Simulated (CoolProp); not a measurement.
A closed Brayton cycle with carbon dioxide: compressor inlet 308.15 K and 9.4 MPa, high pressure 17.9 MPa, turbine inlet 630 K, compressor efficiency 0.85, turbine efficiency 0.9, recuperator effectiveness 0.8 (on enthalpy, no pinch check). Each further row changes one setting.

Computed with CoolProp (reference Helmholtz-energy equation of state, Span 1996).

```json
[
 {"case": "as stated", "thermal efficiency (%)": "21.6", "net work (kJ/kg)": "49.5", "compressor to turbine work": "0.22", "compressor exit (K)": "324.6", "turbine exit (K)": "562.6"},
 {"case": "turbine inlet 580 K", "thermal efficiency (%)": "20.2", "net work (kJ/kg)": "43.0", "compressor to turbine work": "0.24", "compressor exit (K)": "324.6", "turbine exit (K)": "___"},
 {"case": "compressor inlet 318.15 K", "thermal efficiency (%)": "20.9", "net work (kJ/kg)": "42.0", "compressor to turbine work": "0.34", "compressor exit (K)": "355.6", "turbine exit (K)": "562.6"},
 {"case": "high pressure 15.2 MPa", "thermal efficiency (%)": "___", "net work (kJ/kg)": "38.6", "compressor to turbine work": "0.20", "compressor exit (K)": "320.0", "turbine exit (K)": "579.6"},
 {"case": "recuperator effectiveness 0.5", "thermal efficiency (%)": "___", "net work (kJ/kg)": "49.5", "compressor to turbine work": "0.22", "compressor exit (K)": "324.6", "turbine exit (K)": "562.6"}
]
```

Problem. What belongs in the gaps?

Solution. 
- turbine inlet 580 K, turbine exit (K): 515.2
- high pressure 15.2 MPa, thermal efficiency (%): 18.9
- recuperator effectiveness 0.5, thermal efficiency (%): 15.1
